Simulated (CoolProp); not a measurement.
Vapour-liquid equilibrium of CH2F2 (R32) (1) + R236FA (2) at 2.56 bar; x and y are mole fractions of (1).

Model: multi-fluid Helmholtz-energy mixture model, Tillner-Roth 1997 and Pan 2012; pair parameters Bell 2016, in CoolProp.

Question: Give the bubble temperature and the first vapour's composition at x = 0.15, 0.45, 0.65. Is there an azeotrope?

Answer: x = 0.15: 6.4 °C, y = 0.515; x = 0.45: -14.4 °C, y = 0.862; x = 0.65: -22.3 °C, y = 0.937. No azeotrope shows between x = 0.05 and 0.95.

Pair parameters are fitted to limited data, so mixtures are less certain than the pure fluids.
